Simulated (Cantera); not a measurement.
What does this Cantera script print?

```python
import numpy as np
import cantera as ct

gas = ct.Solution("h2o2.yaml")
gas.TPX = 375, 57000, {'H2': 1, 'O2': 0.833, 'N2': 3.13}
flame = ct.FreeFlame(gas, width=0.059)
flame.set_refine_criteria(ratio=3, slope=0.08, curve=0.16)
flame.transport_model = "mixture-averaged"
flame.solve(loglevel=0, auto=True)
z, T = flame.grid, flame.T
thick = (T[-1] - T[0]) / np.gradient(T, z).max()
show = ['H2', 'O2', 'H2O', 'H', 'H2O2', 'OH']
print(f"laminar burning velocity  {flame.velocity[0] * 100:.3f} cm/s")
print(f"burnt temperature         {T[-1]:.1f} K")
print(f"thermal thickness         {thick * 1e3:.4f} mm")
print(f"grid points               {len(z)}")
z0 = z[flame.heat_release_rate.argmax()]
print(f"{'z/mm':>9s}{'T/K':>9s}{'u/(m/s)':>9s}" + "".join(f"{s:>11s}" for s in show))
rows = []
for k in (-3, -2, -1.5, -1, -0.5, -0.25, 0, 0.25, 0.5, 1, 2, 4, 8):
    zz = z0 + k * thick
    rows.append([k * thick, np.interp(zz, z, T), np.interp(zz, z, flame.velocity),
                 *(np.interp(zz, z, flame.X[gas.species_index(s)]) for s in show)])
    print(f"{rows[-1][0] * 1e3:9.3f}{rows[-1][1]:9.1f}{rows[-1][2]:9.3f}" + "".join(f"{x:11.3e}" for x in rows[-1][3:]))
```

Output:

```
laminar burning velocity  148.968 cm/s
burnt temperature         1879.2 K
thermal thickness         0.7368 mm
grid points               110
     z/mm      T/K  u/(m/s)         H2         O2        H2O          H       H2O2         OH
   -2.210    375.0    1.490  2.015e-01  1.678e-01  2.278e-09  3.252e-15  9.159e-12  2.391e-14
   -1.474    375.0    1.489  2.012e-01  1.679e-01  1.539e-07  1.523e-13  7.969e-10  1.131e-12
   -1.105    375.1    1.489  2.007e-01  1.680e-01  1.086e-06  9.936e-13  6.301e-09  7.728e-12
   -0.737    376.2    1.488  1.974e-01  1.687e-01  3.104e-05  1.603e-10  2.381e-07  1.607e-09
   -0.368    434.1    1.672  1.721e-01  1.721e-01  3.880e-03  1.576e-05  3.067e-05  3.167e-05
   -0.184    710.7    2.656  1.289e-01  1.647e-01  3.403e-02  1.795e-03  4.305e-05  6.227e-04
    0.000   1070.5    3.926  7.265e-02  1.363e-01  9.697e-02  9.442e-03  8.120e-06  1.707e-03
    0.184   1326.3    4.839  3.010e-02  1.014e-01  1.567e-01  1.514e-02  4.153e-06  4.727e-03
    0.368   1469.4    5.347  1.461e-02  8.545e-02  1.823e-01  1.401e-02  2.498e-06  6.962e-03
    0.737   1612.7    5.839  8.728e-03  7.868e-02  1.961e-01  8.759e-03  1.192e-06  8.385e-03
    1.474   1729.5    6.226  5.657e-03  7.667e-02  2.049e-01  3.951e-03  5.836e-07  8.127e-03
    2.947   1808.5    6.481  2.907e-03  7.604e-02  2.117e-01  1.308e-03  3.138e-07  6.497e-03
    5.895   1851.3    6.616  1.165e-03  7.620e-02  2.159e-01  3.141e-04  1.710e-07  4.368e-03
```

Detailed kinetics in Cantera: the H2/O2 subset of GRI-Mech 3.0, which has no nitrogen chemistry. Burning velocities carry a grid error of a few per cent, more on coarse grids. Lean hydrogen flames are cellular in practice and burn faster than this planar one.
